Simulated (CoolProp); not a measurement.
Propylene along the isotherm 370 K: density (kg/m³) from the reference equation and from simpler models built on Tc = 364.2 K, pc = 45.55 bar, ω = 0.146; each cubic takes its own stable root.

Model: reference Helmholtz-energy equation of state, Lemmon 2013, in CoolProp.

```
p (bar)          phase  reference
-------  -------------  ---------
4.27               gas      6.029
8.54               gas      12.48
12.8               gas      19.41
17.1               gas      27.01
21.4               gas      35.38
25.6               gas      44.50
29.9               gas      55.14
34.2               gas      67.64
38.4               gas      82.68
42.7               gas      103.4
47       supercritical      137.9
51.2     supercritical      260.6
55.5     supercritical      317.7
59.8     supercritical      338.6
64.1     supercritical      352.1
68.3     supercritical      362.1
```

Question: How far does each simpler model (ideal gas, van der Waals, Redlich-Kwong, Soave-Redlich-Kwong, Peng-Robinson) lie from the reference over these 16 states: mean and median of the absolute difference, and the worst?

Answer: 
- ideal gas: mean 39.7 %, median 33.7 %, worst -76.1 % at 370 K and 55.5 bar
- van der Waals: mean 9.8 %, median 4.0 %, worst -27.4 % at 370 K and 68.3 bar
- Redlich-Kwong: mean 5.0 %, median 0.6 %, worst -16.6 % at 370 K and 55.5 bar
- Soave-Redlich-Kwong: mean 5.7 %, median 1.0 %, worst -18.2 % at 370 K and 55.5 bar
- Peng-Robinson: mean 4.1 %, median 2.8 %, worst -10.5 % at 370 K and 55.5 bar
